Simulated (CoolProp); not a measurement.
Vapour-liquid equilibrium of isohexane (1) + benzene (2) at 53.95 °C; x and y are mole fractions of (1).

Values from CoolProp's multi-fluid Helmholtz-energy mixture model, Lemmon 2006 and Thol 2012; pair parameters Bell 2016.

```json
[
 {"x": "0.05", "bubble pressure (MPa)": "0.04735", "y at the bubble point": "0.154", "dew pressure at overall composition x (MPa)": "0.04361", "liquid density (mol/L)": "10.53"},
 {"x": "0.15", "bubble pressure (MPa)": "0.05539", "y at the bubble point": "0.339", "dew pressure at overall composition x (MPa)": "0.04721", "liquid density (mol/L)": "10.06"},
 {"x": "0.25", "bubble pressure (MPa)": "0.06115", "y at the bubble point": "0.454", "dew pressure at overall composition x (MPa)": "0.05130", "liquid density (mol/L)": "9.629"},
 {"x": "0.35", "bubble pressure (MPa)": "0.06556", "y at the bubble point": "0.539", "dew pressure at overall composition x (MPa)": "0.05591", "liquid density (mol/L)": "9.227"},
 {"x": "0.45", "bubble pressure (MPa)": "0.06917", "y at the bubble point": "0.611", "dew pressure at overall composition x (MPa)": "0.06094", "liquid density (mol/L)": "8.854"},
 {"x": "0.55", "bubble pressure (MPa)": "0.07227", "y at the bubble point": "0.678", "dew pressure at overall composition x (MPa)": "0.06613", "liquid density (mol/L)": "8.507"},
 {"x": "0.65", "bubble pressure (MPa)": "0.07501", "y at the bubble point": "0.744", "dew pressure at overall composition x (MPa)": "0.07102", "liquid density (mol/L)": "8.184"},
 {"x": "0.75", "bubble pressure (MPa)": "0.07747", "y at the bubble point": "0.813", "dew pressure at overall composition x (MPa)": "0.07523", "liquid density (mol/L)": "7.882"},
 {"x": "0.85", "bubble pressure (MPa)": "0.07970", "y at the bubble point": "0.885", "dew pressure at overall composition x (MPa)": "0.07866", "liquid density (mol/L)": "7.600"},
 {"x": "0.95", "bubble pressure (MPa)": "0.08171", "y at the bubble point": "0.961", "dew pressure at overall composition x (MPa)": "0.08144", "liquid density (mol/L)": "7.335"}
]
```

No azeotrope shows between x = 0.05 and 0.95.

Pair parameters are fitted to limited data, so mixtures are less certain than the pure fluids.
